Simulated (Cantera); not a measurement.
Input: 1 mol SiCl4, 0.71 mol HCl, 0.26 mol H2, at 0.340 bar.

These are equilibrium values from Cantera (NASA tables, ideal gas, pure condensed phases), not measurements of a reactor. Candidate condensed phases: Si; 19 gas species. The tables' values for SiCl3 are old estimates; treat these amounts as uncertain. Kinetics and transport are ignored.

log p: log10 of the partial pressure in bar; nothing condenses.

```json
[
 {"T (K)": "573", "log p SiCl4": "-0.76", "log p HCl": "-0.91", "log p H2": "-1.35", "log p SiHCl3": "-6.05", "log p SiCl3": "-11.31", "log p SiCl2": "<-12", "log p SiH2Cl2": "<-12"},
 {"T (K)": "648", "log p SiCl4": "-0.76", "log p HCl": "-0.91", "log p H2": "-1.35", "log p SiHCl3": "-5.31", "log p SiCl3": "-9.44", "log p SiCl2": "<-12", "log p SiH2Cl2": "-11.09"},
 {"T (K)": "723", "log p SiCl4": "-0.76", "log p HCl": "-0.91", "log p H2": "-1.35", "log p SiHCl3": "-4.72", "log p SiCl3": "-7.96", "log p SiCl2": "<-12", "log p SiH2Cl2": "-9.84"},
 {"T (K)": "798", "log p SiCl4": "-0.76", "log p HCl": "-0.91", "log p H2": "-1.35", "log p SiHCl3": "___", "log p SiCl3": "-6.76", "log p SiCl2": "___", "log p SiH2Cl2": "___"},
 {"T (K)": "873", "log p SiCl4": "-0.76", "log p HCl": "-0.91", "log p H2": "-1.35", "log p SiHCl3": "-3.87", "log p SiCl3": "-5.77", "log p SiCl2": "-9.01", "log p SiH2Cl2": "-8.02"},
 {"T (K)": "948", "log p SiCl4": "-0.76", "log p HCl": "-0.91", "log p H2": "-1.35", "log p SiHCl3": "___", "log p SiCl3": "-4.94", "log p SiCl2": "___", "log p SiH2Cl2": "___"},
 {"T (K)": "1023", "log p SiCl4": "-0.76", "log p HCl": "-0.91", "log p H2": "-1.35", "log p SiHCl3": "-3.28", "log p SiCl3": "-4.24", "log p SiCl2": "-6.39", "log p SiH2Cl2": "-6.75"},
 {"T (K)": "1098", "log p SiCl4": "-0.77", "log p HCl": "-0.91", "log p H2": "-1.36", "log p SiHCl3": "-3.05", "log p SiCl3": "-3.64", "log p SiCl2": "-5.36", "log p SiH2Cl2": "-6.26"},
 {"T (K)": "1173", "log p SiCl4": "-0.77", "log p HCl": "-0.90", "log p H2": "-1.37", "log p SiHCl3": "-2.86", "log p SiCl3": "-3.12", "log p SiCl2": "-4.47", "log p SiH2Cl2": "-5.85"}
]
```

### Question
Some entries are withheld; supply them.

### Answer

- 798, log p SiHCl3: -4.26
- 798, log p SiCl2: -10.70
- 798, log p SiH2Cl2: -8.84
- 948, log p SiHCl3: -3.55
- 948, log p SiCl2: -7.59
- 948, log p SiH2Cl2: -7.33
